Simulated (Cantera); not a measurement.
A Cantera script and what it prints.

```python
import numpy as np
import cantera as ct

gas_names = """
    H HO2 H2 H2O H2O2 Nb NbO NbO2 O OH O2 O3
""".split()
cond_names = """
    H2O(s) H2O(L) Nb(cr) Nb(L) NbO(s) NbO(L) NbO2(I) NbO2(II) NbO2(III) NbO2(L) Nb2O5(s) Nb2O5(L)
""".split()


# ... load() reads the species with a 1 bar reference pressure and builds the phases ...
atoms = {
    'Nb': {'Nb': 1},
    'O2': {'O': 2},
    'H2': {'H': 2},
}
top_T = {}  # K; cautious upper limits of use, not melting points


# ... equilibrate(T, P, feed) seeds the gas with the atoms and calls Mixture.equilibrate('TP', solver="vcs", rtol=1e-11, max_steps=5000) ...
results = []
T = 1200  # K
P = 180000  # Pa
for m in [0.55, 0.76, 1, 1.4, 2, 2.7, 3.8, 5.2, 7.1, 9.8]:
    feed = {'Nb': 1, 'O2': m, 'H2': 230}  # mol
    mix = equilibrate(T, P, feed)
    results.append((T, P, feed, dict(zip(mix.species_names, mix.species_moles))))
    x = sorted(zip(gas.X, gas.species_names), reverse=True)
    print(f"T = {T:g} K  P = {P:g} Pa  n(O2) = {m:g} mol  gas = {mix.phase_moles(0):.4g} mol")
    print("   x: " + "  ".join(f"{s} {v:.3e}" for v, s in x if v > 1e-06))
    print("   condensed (mol): " + ("  ".join(f"{mix.phase(i).name} {mix.phase_moles(i):.4g}"
          for i in range(1, mix.n_phases) if mix.phase_moles(i) > 1e-12) or "none"))
```

It prints:

```
T = 1200 K  P = 180000 Pa  n(O2) = 0.55 mol  gas = 230 mol
   x: H2 9.998e-01  H2O 1.643e-04
   condensed (mol): NbO(s) 0.9378  NbO2(III) 0.06221
T = 1200 K  P = 180000 Pa  n(O2) = 0.76 mol  gas = 230 mol
   x: H2 9.998e-01  H2O 1.643e-04
   condensed (mol): NbO(s) 0.5178  NbO2(III) 0.4822
T = 1200 K  P = 180000 Pa  n(O2) = 1 mol  gas = 230 mol
   x: H2 9.998e-01  H2O 1.643e-04
   condensed (mol): NbO(s) 0.03779  NbO2(III) 0.9622
T = 1200 K  P = 180000 Pa  n(O2) = 1.4 mol  gas = 230 mol
   x: H2 9.965e-01  H2O 3.478e-03
   condensed (mol): NbO2(III) 1
T = 1200 K  P = 180000 Pa  n(O2) = 2 mol  gas = 230 mol
   x: H2 9.913e-01  H2O 8.696e-03
   condensed (mol): NbO2(III) 1
T = 1200 K  P = 180000 Pa  n(O2) = 2.7 mol  gas = 230 mol
   x: H2 9.852e-01  H2O 1.478e-02
   condensed (mol): NbO2(III) 1
T = 1200 K  P = 180000 Pa  n(O2) = 3.8 mol  gas = 230 mol
   x: H2 9.778e-01  H2O 2.217e-02
   condensed (mol): Nb2O5(s) 0.5
T = 1200 K  P = 180000 Pa  n(O2) = 5.2 mol  gas = 230 mol
   x: H2 9.657e-01  H2O 3.435e-02
   condensed (mol): Nb2O5(s) 0.5
T = 1200 K  P = 180000 Pa  n(O2) = 7.1 mol  gas = 230 mol
   x: H2 9.491e-01  H2O 5.087e-02
   condensed (mol): Nb2O5(s) 0.5
T = 1200 K  P = 180000 Pa  n(O2) = 9.8 mol  gas = 230 mol
   x: H2 9.257e-01  H2O 7.435e-02
   condensed (mol): Nb2O5(s) 0.5
```

Cantera equilibrium calculation (NASA polynomials, part measured and part estimated; ideal gas, pure solids and liquids). Mutual solubility and eutectic melting of coexisting phases are not modelled. NbO: taken at fixed stoichiometry. Condensed phases not in the tables: the oxides between NbO2 and Nb2O5.
